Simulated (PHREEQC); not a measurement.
Make-up at 13 °C: 0.0031 mol NaBr and 0.071 mol CuSO4 per kg of water. Closed to the air; pH follows from the charge balance.

Equilibrium calculation in PHREEQC: ion-association model, wateq4f.dat.

Each row changes one thing in this solution. No solid was allowed to form.

```json
[
 {"case": "as made", "pH": "4.71", "ionic strength (mol/kgw)": "0.160", "Cu+2 (mol/kgw)": "0.0392", "SO4-2 (mol/kgw)": "0.0390", "CuSO4 (mol/kgw)": "0.0318", "Na+ (mol/kgw)": "0.00293", "SI of Tenorite (CuO)": "-0.53", "SI of Chalcanthite (CuSO4:5H2O)": "-1.07"},
 {"case": "diluted 5-fold with water", "pH": "…", "ionic strength (mol/kgw)": "0.0394", "Cu+2 (mol/kgw)": "0.00968", "SO4-2 (mol/kgw)": "0.00968", "CuSO4 (mol/kgw)": "0.00450", "Na+ (mol/kgw)": "0.000607", "SI of Tenorite (CuO)": "-0.48", "SI of Chalcanthite (CuSO4:5H2O)": "-1.93"},
 {"case": "diluted 2-fold with water", "pH": "4.81", "ionic strength (mol/kgw)": "0.0871", "Cu+2 (mol/kgw)": "0.0214", "SO4-2 (mol/kgw)": "0.0214", "CuSO4 (mol/kgw)": "0.0141", "Na+ (mol/kgw)": "0.00149", "SI of Tenorite (CuO)": "-0.51", "SI of Chalcanthite (CuSO4:5H2O)": "-1.43"},
 {"case": "diluted 10-fold with water", "pH": "…", "ionic strength (mol/kgw)": "0.0215", "Cu+2 (mol/kgw)": "0.00530", "SO4-2 (mol/kgw)": "0.00530", "CuSO4 (mol/kgw)": "0.00179", "Na+ (mol/kgw)": "0.000306", "SI of Tenorite (CuO)": "-0.46", "SI of Chalcanthite (CuSO4:5H2O)": "-2.33"},
 {"case": "NaBr replaced by Na2SO4 at the same molality", "pH": "4.72", "ionic strength (mol/kgw)": "0.162", "Cu+2 (mol/kgw)": "0.0384", "SO4-2 (mol/kgw)": "0.0412", "CuSO4 (mol/kgw)": "0.0325", "Na+ (mol/kgw)": "0.00584", "SI of Tenorite (CuO)": "-0.52", "SI of Chalcanthite (CuSO4:5H2O)": "-1.06"}
]
```

**Question.** Fill in the missing entries.

**Answer.** 
- diluted 5-fold with water, pH: 4.96
- diluted 10-fold with water, pH: 5.07

Away from 25 °C the constants follow the database's enthalpies or fits; those with neither stay at their 25 °C values.
